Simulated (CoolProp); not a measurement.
Normal hydrogen at 295.67 K and 0.712 MPa flows at 3.4 m/s in a round tube of 100 mm bore and 0.25 µm roughness, fully developed (64/Re and Nu = 3.66 if laminar; Colebrook and Gnielinski if turbulent). Each further row changes one setting.

Values from CoolProp's reference Helmholtz-energy equation of state, Leachman 2009.

```csv
case,Reynolds number,Darcy friction factor,pressure drop (Pa/m),heat-transfer coefficient (W/(m² K)),mass flow (kg/h)
as stated,22300,0.0252,[?],[?],[?]
velocity 6.8 m/s,44700,0.0214,[?],[?],112
diameter 200 mm,44700,0.0214,[?],[?],224
```

Q: Fill in the missing entries.

A: 
- as stated, pressure drop (Pa/m): 0.847
- as stated, heat-transfer coefficient (W/(m² K)): 101
- as stated, mass flow (kg/h): 55.9
- velocity 6.8 m/s, pressure drop (Pa/m): 2.88
- velocity 6.8 m/s, heat-transfer coefficient (W/(m² K)): 174
- diameter 200 mm, pressure drop (Pa/m): 0.360
- diameter 200 mm, heat-transfer coefficient (W/(m² K)): 86.9

Viscosity comes from a separate model (Muzny 2013). Thermal conductivity comes from a separate model (Assael 2011).
